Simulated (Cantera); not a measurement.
Standard-state values (1 bar) from the NASA 1993 polynomials, evaluated with Cantera. Values are per mole of reaction as written; species without (g) are pure solids or liquids, kept so even where they would boil at 1 bar.

2 NO2(g) + 4 CaCl2 = 8 Cl(g) + N2(g) + 4 CaO, with ΔH° = 1544.9 kJ and ΔS° = 767.3 J/K at 300 K.

How far is the shortcut ΔG° ≈ ΔH°(300 K) − T·ΔS°(300 K) from the full temperature-dependent value at 448, 548, 648, 748, 848, 948 K?


```csv
T (K),shortcut (kJ),full (kJ),difference (kJ),difference in log10 K
448,1201.2,1200.9,0.3,-0.03
548,1124.4,1123.6,0.8,-0.08
648,1047.7,1046.2,1.5,-0.12
748,971.0,968.6,2.4,-0.16
848,894.2,891.0,3.2,-0.20
948,817.5,813.6,3.9,-0.22
```
The shortcut ignores the heat-capacity change of the reaction.
